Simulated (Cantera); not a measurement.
Feed: 1 mol Si, 1.4 mol O2, 110 mol N2, held at 0.000330 bar.

Equilibrium computed with Cantera from the NASA thermochemical tables; the gas is ideal and each condensed phase is pure. Candidate condensed phases: Si, SiO2, Si2N2O, Si3N4; 16 gas species. The tables hold silica as quartz up to 1696 K and as liquid above; real silica turns to tridymite and cristobalite and melts near 1996 K. Kinetics and transport are ignored.

Question: Which condensed phases are stable at each of these points (T (K)): 1600, 1650, 1700, 1750, 1800, 1850, 1900, 1950, 2000, 2050, 2100, 2150?

Answer: 
```tsv
T (K)	condensed phases	Si condensed (%)
1600	SiO2(β-quartz)	100.0
1650	SiO2(β-quartz)	100.0
1700	SiO2(condensed)	99.8
1750	SiO2(condensed)	99.1
1800	SiO2(condensed)	96.0
1850	SiO2(condensed)	84.7
1900	SiO2(condensed)	50.0
1950	gas only	0.0
2000	gas only	0.0
2050	gas only	0.0
2100	gas only	0.0
2150	gas only	0.0
```

From 1600 K to 1650 K the condensed part is SiO2(β-quartz). From 1700 K to 1900 K the condensed part is SiO2(condensed). From 1950 K to 2150 K nothing is condensed.
